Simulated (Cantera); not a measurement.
Feed: 1 mol Fe3O4, 2800 mol H2, 7.5 mol N2, at 1452 °C and 78.0 Pa.

Cantera equilibrium calculation (NASA polynomials, part measured and part estimated; ideal gas, pure solids and liquids). Candidate condensed phases: Fe, FeO, Fe(OH)2, Fe(OH)3, Fe2O3, Fe3O4, H2O; 27 gas species. Kinetics and transport are ignored.

Base state: H2 0.988, H 0.00661, N2 0.00266, H2O 0.00142, Fe 0.00106 (mole fractions); condensed: gas only.

Q: What changes in the equilibrium state with this change: temperature from 1452 °C to 602 °C?

A: 
```json
[
 {"species": "H2", "before": "0.988", "after": "0.996"},
 {"species": "N2", "before": "0.00266", "after": "0.00267"},
 {"species": "H2O", "before": "0.00142", "after": "0.00142"},
 {"species": "H", "before": "0.00661", "after": "1.79e-9"},
 {"species": "Fe", "before": "0.00106", "after": "<1e-9"},
 {"species": "Fe(α), mol", "before": "0", "after": "3.00"}
]
```
